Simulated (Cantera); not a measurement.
A freely propagating, adiabatic, planar premixed flame of 9.01 % CH₄, 15.0 % O₂, 72.1 % N₂, 3.87 % H₂O, unburnt at 550 K and 5.00 bar; multicomponent+Soret transport, grid criteria slope 0.08 and curve 0.16, no radiation.

Model: GRI-Mech 3.0 (53 species, 325 reactions), integrated in Cantera. Burning velocities carry a grid error of a few per cent, more on coarse grids.

Task: Predict: laminar burning velocity; thermal thickness; peak x(OH); peak x(HCN).

Result: 
* **laminar burning velocity**: 19.9 cm/s
* **thermal thickness**: 0.267 mm
* **peak x(OH)**: 0.00120
* **peak x(HCN)**: 1.52e-5
